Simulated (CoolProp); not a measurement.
Properties of R123 along the isotherm 395.5 K (Tc = 456.8 K, pc = 36.62 bar, ω = 0.282).

The numbers come from the reference Helmholtz-energy equation of state, Younglove 1994 in CoolProp. It is a modified Benedict-Webb-Rubin equation, recast in Helmholtz form.

```csv
p (bar),phase,density (kg/m³),speed of sound (m/s),conductivity (mW/(m K)),Prandtl number
0.0579,gas,0.2695,151.9,14.8,0.746
0.0977,gas,0.4551,151.9,14.8,0.746
0.165,gas,0.7693,151.7,14.8,0.746
0.278,gas,1.299,151.5,14.8,0.746
0.47,gas,2.202,___,14.8,0.746
0.793,gas,3.735,___,14.8,0.747
1.34,gas,6.367,149.3,14.9,0.748
2.26,gas,___,___,14.9,0.751
3.81,gas,18.90,144.0,15.1,___
6.43,gas,___,137.7,15.4,0.771
10.8,gas,62.85,___,___,0.820
18.3,liquid,1172,355.5,53.9,3.41
```

Some entries are withheld; supply them.


- 0.47, speed of sound (m/s): 151.1
- 0.793, speed of sound (m/s): 150.5
- 2.26, density (kg/m³): 10.91
- 2.26, speed of sound (m/s): 147.4
- 3.81, Prandtl number: 0.756
- 6.43, density (kg/m³): 33.59
- 10.8, speed of sound (m/s): 125.2
- 10.8, conductivity (mW/(m K)): 16.0

Viscosity comes from a separate model (Tanaka 1996). Thermal conductivity comes from a separate model (Laesecke 1996).
